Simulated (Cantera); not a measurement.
Input (Python, Cantera) and output of one run.

```python
import numpy as np
import cantera as ct

gas_names = [...]  # 95 gases of nasa_gas.yaml made of C, F, H
cond_names = """
    C(gr) C6H6(L) C7H8(L) C8H18(L),n-octa
""".split()


# ... load() reads the species with a 1 bar reference pressure and builds the phases ...
atoms = {
    'C2F6': {'C': 2, 'F': 6},
    'H2': {'H': 2},
}
top_T = {'C(gr)': 4500}  # K; cautious upper limits of use, not melting points


# ... equilibrate(T, P, feed) seeds the gas with the atoms and calls Mixture.equilibrate('TP', solver="vcs", rtol=1e-11, max_steps=5000) ...
results = []
feed = {'C2F6': 1, 'H2': 8.4}  # mol
P = 4.9  # Pa
for T in [1098, 1298, 1498, 1698, 1898, 2098, 2298, 2498, 2698]:
    mix = equilibrate(T, P, feed)
    results.append((T, P, feed, dict(zip(mix.species_names, mix.species_moles))))
    x = sorted(zip(gas.X, gas.species_names), reverse=True)
    print(f"T = {T:g} K  P = {P:g} Pa  gas = {mix.phase_moles(0):.4g} mol")
    print("   x: " + "  ".join(f"{s} {v:.3e}" for v, s in x if v > 1e-06))
    print("   condensed (mol): " + ("  ".join(f"{mix.phase(i).name} {mix.phase_moles(i):.4g}"
          for i in range(1, mix.n_phases) if mix.phase_moles(i) > 1e-12) or "none"))
```

Output:

```
T = 1098 K  P = 4.9 Pa  gas = 11.4 mol
   x: HF 5.263e-01  H2 4.737e-01  H 2.432e-06
   condensed (mol): C(gr) 2
T = 1298 K  P = 4.9 Pa  gas = 11.4 mol
   x: HF 5.263e-01  H2 4.736e-01  H 1.053e-04
   condensed (mol): C(gr) 2
T = 1498 K  P = 4.9 Pa  gas = 11.41 mol
   x: HF 5.259e-01  H2 4.724e-01  H 1.687e-03  C2H2,acetylene 4.163e-06
   condensed (mol): C(gr) 2
T = 1698 K  P = 4.9 Pa  gas = 11.48 mol
   x: HF 5.226e-01  H2 4.633e-01  H 1.406e-02  C2H2,acetylene 3.338e-05  F 1.539e-06
   condensed (mol): C(gr) 1.999
T = 1898 K  P = 4.9 Pa  gas = 11.83 mol
   x: HF 5.072e-01  H2 4.202e-01  H 7.238e-02  C2H2,acetylene 1.581e-04  F 2.322e-05
   condensed (mol): C(gr) 1.996
T = 2098 K  P = 4.9 Pa  gas = 12.95 mol
   x: HF 4.630e-01  H2 2.968e-01  H 2.395e-01  C2H2,acetylene 4.237e-04  F 2.245e-04  C2H 8.787e-06  C3 5.633e-06  C 4.648e-06  CF 1.651e-06
   condensed (mol): C(gr) 1.988
T = 2298 K  P = 4.9 Pa  gas = 15 mol
   x: H 4.773e-01  HF 3.981e-01  H2 1.217e-01  F 1.842e-03  C2H2,acetylene 5.206e-04  C3 3.289e-04  C 1.653e-04  C2H 9.176e-05  CF 3.047e-05  C2 2.921e-05
   condensed (mol): C(gr) 1.963
T = 2498 K  P = 4.9 Pa  gas = 16.81 mol
   x: H 5.999e-01  HF 3.414e-01  H2 2.839e-02  F 1.499e-02  C3 9.833e-03  C 3.304e-03  C2 9.057e-04  CF 4.865e-04  C2H 4.602e-04  C2H2,acetylene 3.046e-04  C5 2.901e-05  C4 6.053e-06  CH 4.739e-06  C4H2 1.349e-06  CF2 1.270e-06
   condensed (mol): C(gr) 1.381
T = 2698 K  P = 4.9 Pa  gas = 19.21 mol
   x: H 6.316e-01  HF 2.303e-01  F 7.974e-02  C3 2.342e-02  C 2.161e-02  H2 6.146e-03  C2 4.381e-03  CF 2.335e-03  C2H 4.093e-04  C5 4.056e-05  C2H2,acetylene 3.766e-05  C4 1.560e-05  CH 9.268e-06  CF2 5.003e-06
   condensed (mol): none
```

Cantera equilibrium calculation (NASA polynomials, part measured and part estimated; ideal gas, pure solids and liquids). The feed counts by its element totals alone.
